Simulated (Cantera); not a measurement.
CsCl + HF + N2 (halide evaporation, hydrolysis and transport)

Feed: 1 mol CsCl, 0.47 mol HF, 0.11 mol N2, at 1452 °C and 133 Pa.

Method: chemical equilibrium by Gibbs-energy minimisation in Cantera with the NASA 1993 tables (ideal gas, pure condensed phases). Candidate condensed phases: Cs, CsCl, CsF, NH4Cl; 32 gas species. Kinetics and transport are ignored.

The x(CsCl) is 0.587 and the x(HF) comes out as 0.253. The x(N2) is 0.0695 and the x(CsF) is 0.0439. The x(HCl) is 0.0403 and the x(Cl) comes out as 0.00387. The x(H2) is 0.00168 and the x(Cs) is 0.000307. The x(H) is 0.000209 and the gas amount is 1.583 mol. The log10 activity of CsCl(l) (absent) comes out as -3.36 and the log10 activity of Cs(l) (absent) is -7.98.
